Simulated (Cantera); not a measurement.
A closed system holds: 1 mol CCl4, 2.2 mol H2, equilibrated at 800 K and 0.0133 bar.

Equilibrium computed with Cantera from the NASA thermochemical tables; the gas is ideal and each condensed phase is pure. Candidate condensed phases: C, C6H6, C7H8, C8H18; 91 gas species. Equilibrium is a limit: real reactors are often held back by kinetics, nucleation or transport.

Base state: HCl 0.952, H2 0.0475, CH4 4.05e-5 (mole fractions); condensed: C(graphite).

**Question.** What changes in the equilibrium state with this change: pressure from 0.0133 bar to 0.470 bar?

**Answer.** 
| species | before | after |
|---|---|---|
| HCl | 0.952 | 0.954 |
| H2 | 0.0475 | 0.0451 |
| CH4 | 4.05e-5 | 0.00129 |
| C(graphite), mol | 1.000 | 0.995 |

**Question.** What changes in the equilibrium state with this change: H2 from 2.2 to 0.13 mol?

**Answer.** 
```
species            before    after
----------------  -------  -------
Cl2                 <1e-9    0.877
HCl                 0.952    0.122
CCl4                <1e-9  0.00106
H2                 0.0475    <1e-9
Cl                  <1e-9  7.58e-5
CH4               4.05e-5    <1e-9
C(graphite), mol    1.000    0.998
```
Gases not in the tables: chlorinated aromatics.
